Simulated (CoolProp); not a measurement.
The fluid at 428.79 K and 0.351 MPa is throttled through a valve to 0.0464 MPa with no heat exchange. The same conditions are run with several fluids, on thermodynamics alone (safety and materials aside).

Computed with CoolProp (reference Helmholtz-energy equation of state of each fluid (dimethyl carbonate: Zhou 2011; propyne: Polt 1992; oxygen: Schmidt 1985; R115: Lemmon 2016; R22: Kamei 1995)). The equations of Platzer and Polt are older, rougher fits.

| fluid | temperature change (K) | final density (kg/m³) |
|---|---|---|
| dimethyl carbonate | [?] | 1.19 |
| propyne | [?] | 0.525 |
| oxygen | -0.4 | 0.417 |
| R115 | -1.6 | [?] |
| R22 | -2.4 | [?] |

### Question
Fill in the missing entries.

### Answer

- dimethyl carbonate, temperature change (K): -4.5
- propyne, temperature change (K): -2.3
- R115, final density (kg/m³): 2.02
- R22, final density (kg/m³): 1.13

Above 300 K oxygen's equation is extrapolated.
